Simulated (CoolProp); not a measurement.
Chlorine along the isobar 111 bar: density (kg/m³) from the reference equation and from simpler models built on Tc = 143.7 °C, pc = 76.42 bar, ω = 0.070; each cubic takes its own stable root.

Model: reference Helmholtz-energy equation of state, Thol 2021, in CoolProp.

```csv
T (°C),phase,reference,Redlich-Kwong,Soave-Redlich-Kwong,Peng-Robinson
-57.25,liquid,1642,1520,1513,1701
-42.75,liquid,1604,1488,1483,1669
-28.25,liquid,1566,1455,1452,1635
-13.75,liquid,1528,1419,1418,1598
0.65,liquid,1489,1382,1383,1559
15.15,liquid,1449,1342,1345,1517
29.65,liquid,1408,1300,1304,1472
44.15,liquid,1365,1255,1261,1423
58.65,liquid,1321,1207,1214,1370
73.05,liquid,1273,1156,1163,1312
87.55,liquid,1222,1100,1107,1248
102.05,liquid,1167,1037,1045,1175
116.55,liquid,1104,967.8,973.8,1092
131.05,liquid,1032,887.3,891.0,994.8
145.45,supercritical,942.7,790.7,790.0,875.0
159.95,supercritical,813.2,664.5,655.1,714.3
```
